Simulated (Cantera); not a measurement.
Cantera run, input and output.

```python
import numpy as np
import cantera as ct

gas = ct.Solution("h2o2.yaml")
gas.TPX = 425, 1000000, {'H2': 1, 'O2': 0.333, 'N2': 1.25}
flame = ct.FreeFlame(gas, width=0.008)
flame.set_refine_criteria(ratio=3, slope=0.08, curve=0.16)
flame.transport_model = "mixture-averaged"
flame.solve(loglevel=0, auto=True)
z, T = flame.grid, flame.T
thick = (T[-1] - T[0]) / np.gradient(T, z).max()
show = ['H2', 'O2', 'OH', 'H2O2', 'H', 'O']
print(f"laminar burning velocity  {flame.velocity[0] * 100:.3f} cm/s")
print(f"burnt temperature         {T[-1]:.1f} K")
print(f"thermal thickness         {thick * 1e3:.4f} mm")
print(f"grid points               {len(z)}")
z0 = z[flame.heat_release_rate.argmax()]
print(f"{'z/mm':>9s}{'T/K':>9s}{'u/(m/s)':>9s}" + "".join(f"{s:>11s}" for s in show))
rows = []
for k in (-3, -2, -1.5, -1, -0.5, -0.25, 0, 0.25, 0.5, 1, 2, 4, 8):
    zz = z0 + k * thick
    rows.append([k * thick, np.interp(zz, z, T), np.interp(zz, z, flame.velocity),
                 *(np.interp(zz, z, flame.X[gas.species_index(s)]) for s in show)])
    print(f"{rows[-1][0] * 1e3:9.3f}{rows[-1][1]:9.1f}{rows[-1][2]:9.3f}" + "".join(f"{x:11.3e}" for x in rows[-1][3:]))
```

Result:

```
laminar burning velocity  455.897 cm/s
burnt temperature         2378.0 K
thermal thickness         0.0211 mm
grid points               115
     z/mm      T/K  u/(m/s)         H2         O2         OH       H2O2          H          O
   -0.063    425.0    4.559  3.871e-01  1.289e-01  5.152e-13  6.472e-11  2.636e-14  6.059e-11
   -0.042    425.1    4.559  3.870e-01  1.289e-01  6.712e-12  1.091e-09  3.400e-13  7.648e-10
   -0.032    425.5    4.560  3.865e-01  1.291e-01  1.116e-10  2.040e-08  4.967e-12  8.952e-09
   -0.021    429.3    4.583  3.839e-01  1.296e-01  8.875e-09  4.523e-07  3.038e-10  1.174e-07
   -0.011    528.3    5.460  3.589e-01  1.325e-01  3.637e-05  4.971e-05  1.358e-05  8.706e-06
   -0.005    890.8    8.846  3.113e-01  1.220e-01  1.057e-03  1.668e-04  2.004e-03  2.283e-04
    0.000   1353.7   13.108  2.465e-01  8.987e-02  2.318e-03  6.614e-05  1.244e-02  1.434e-03
    0.005   1679.5   16.109  1.885e-01  5.017e-02  4.472e-03  7.292e-06  2.568e-02  2.587e-03
    0.011   1865.2   17.812  1.540e-01  2.379e-02  6.319e-03  3.720e-06  3.290e-02  2.502e-03
    0.021   2034.3   19.315  1.334e-01  5.693e-03  7.617e-03  1.809e-06  3.271e-02  1.673e-03
    0.042   2161.6   20.385  1.323e-01  1.162e-03  6.813e-03  8.453e-07  2.412e-02  8.973e-04
    0.084   2254.9   21.137  1.355e-01  4.061e-04  4.898e-03  4.413e-07  1.517e-02  3.813e-04
    0.169   2315.9   21.615  1.379e-01  1.434e-04  3.074e-03  2.080e-07  8.777e-03  1.338e-04
```

Computed with Cantera and the H2/O2 subset of GRI-Mech 3.0, which has no nitrogen chemistry. The hydrogen kinetics of GRI-Mech 3.0 are dated; newer H2 mechanisms differ, most at raised pressure. Burning velocities carry a grid error of a few per cent, more on coarse grids.
